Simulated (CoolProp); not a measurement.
The fluid at 298.15 K and 0.212 MPa is throttled through a valve to 0.145 MPa with no heat exchange. The same conditions are run with several fluids, on thermodynamics alone (safety and materials aside).

Values from CoolProp's reference Helmholtz-energy equation of state of each fluid (p-xylene: Zhou 2012; ethylbenzene: Zhou 2012; water: Wagner 2002; isohexane: Lemmon 2006; dodecamethylpentasiloxane (MD3M): Thol 2019).

| fluid | final density (kg/m³) |
|---|---|
| p-xylene | ? |
| ethylbenzene | ? |
| water | ? |
| isohexane | ? |
| dodecamethylpentasiloxane (MD3M) | ? |

Fill in the missing entries.


- p-xylene, final density (kg/m³): 857
- ethylbenzene, final density (kg/m³): 863
- water, final density (kg/m³): 997
- isohexane, final density (kg/m³): 649
- dodecamethylpentasiloxane (MD3M), final density (kg/m³): 870
